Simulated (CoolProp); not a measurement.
R114 at 293.15 K and 8.82 MPa is throttled through a valve to 2.88 MPa with no heat exchange. Each further row changes one setting.

Model: reference Helmholtz-energy equation of state, Platzer 1990, in CoolProp. This equation is an older, rougher fit; its heat capacities, sound speeds and derivatives of the liquid may be far off and weren't checked against measurements.

```csv
case,temperature change (K),final density (kg/m³)
as stated,[?],1480
outlet pressure 0.864 MPa,[?],[?]
outlet pressure 3.74 MPa,[?],1480
```

Q: What belongs in the gaps?

A: 
- as stated, temperature change (K): +1.9
- outlet pressure 0.864 MPa, temperature change (K): +2.4
- outlet pressure 0.864 MPa, final density (kg/m³): 1470
- outlet pressure 3.74 MPa, temperature change (K): +1.6
